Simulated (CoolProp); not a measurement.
R1123 along the isobar 13.1 MPa: Z from the reference equation and from simpler models built on Tc = 331.7 K, pc = 4.549 MPa, ω = 0.243; each cubic takes its own stable root.

Values from CoolProp's reference Helmholtz-energy equation of state, Akasaka 2020.

```json
[
 {"T (K)": "220.5", "phase": "liquid", "reference": "0.4348"},
 {"T (K)": "236.9", "phase": "liquid", "reference": "0.4194"},
 {"T (K)": "253.2", "phase": "liquid", "reference": "0.4078"},
 {"T (K)": "269.6", "phase": "liquid", "reference": "0.3997"},
 {"T (K)": "286", "phase": "liquid", "reference": "0.3952"},
 {"T (K)": "302.4", "phase": "liquid", "reference": "0.3948"},
 {"T (K)": "318.8", "phase": "liquid", "reference": "0.3993"},
 {"T (K)": "335.2", "phase": "supercritical", "reference": "0.4102"},
 {"T (K)": "351.6", "phase": "supercritical", "reference": "0.4300"},
 {"T (K)": "368", "phase": "supercritical", "reference": "0.4622"},
 {"T (K)": "384.4", "phase": "supercritical", "reference": "0.5095"},
 {"T (K)": "400.8", "phase": "supercritical", "reference": "0.5687"},
 {"T (K)": "417.2", "phase": "supercritical", "reference": "0.6306"},
 {"T (K)": "433.5", "phase": "supercritical", "reference": "0.6872"}
]
```

**Question.** How far does each simpler model (van der Waals, Soave-Redlich-Kwong) lie from the reference over these 14 states: mean and median of the absolute difference, and the worst?

**Answer.** 
- van der Waals: mean 35.2 %, median 41.8 %, worst +58.4 % at 220.5 K and 13.1 MPa
- Soave-Redlich-Kwong: mean 11.0 %, median 10.6 %, worst +14.6 % at 368 K and 13.1 MPa
